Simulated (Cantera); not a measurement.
## Tantalum, niobium, vanadium and zirconium in process gases: Ta + O₂

Feed: 1 mol Ta, 3 mol O₂, equilibrated at 29.0 mbar.

Cantera equilibrium calculation (NASA polynomials, part measured and part estimated; ideal gas, pure solids and liquids). Candidate condensed phases: Ta, Ta₂O₅; 6 gas species. The numbers say what is thermodynamically allowed, not how fast it happens.

| T (°C) | x O₂ | x O | x TaO₂ | x O₃ | n Ta₂O₅(s) | n Ta₂O₅(l) |
|---|---|---|---|---|---|---|
| 1600 | 0.999 | 0.00139 | 2.67e-9 | 5.40e-9 | 0.500 | 0 |
| 1625 | 0.998 | 0.00172 | 5.16e-9 | 6.11e-9 | 0.500 | 0 |
| 1650 | 0.998 | 0.00212 | 9.82e-9 | 6.90e-9 | 0.500 | 0 |
| 1675 | 0.997 | 0.00260 | 1.83e-8 | 7.76e-9 | 0.500 | 0 |
| 1700 | 0.997 | 0.00318 | 3.37e-8 | 8.70e-9 | 0.500 | 0 |
| 1725 | 0.996 | 0.00386 | 6.10e-8 | 9.73e-9 | 0.500 | 0 |
| 1750 | 0.995 | 0.00467 | 1.09e-7 | 1.09e-8 | 0.500 | 0 |
| 1775 | 0.994 | 0.00562 | 1.91e-7 | 1.21e-8 | 0.500 | 0 |
| 1800 | 0.993 | 0.00673 | 3.22e-7 | 1.34e-8 | 0 | 0.500 |
| 1825 | 0.992 | 0.00802 | 5.28e-7 | 1.48e-8 | 0 | 0.500 |
| 1850 | 0.990 | 0.00952 | 8.54e-7 | 1.64e-8 | 0 | 0.500 |
| 1875 | 0.989 | 0.0113 | 1.37e-6 | 1.80e-8 | 0 | 0.500 |
| 1900 | 0.987 | 0.0133 | 2.16e-6 | 1.98e-8 | 0 | 0.500 |
x: gas mole fraction; n: condensed amount in mol.

From 1600 °C to 1775 °C the condensed part is Ta₂O₅(s). From 1800 °C to 1900 °C the condensed part is Ta₂O₅(l).
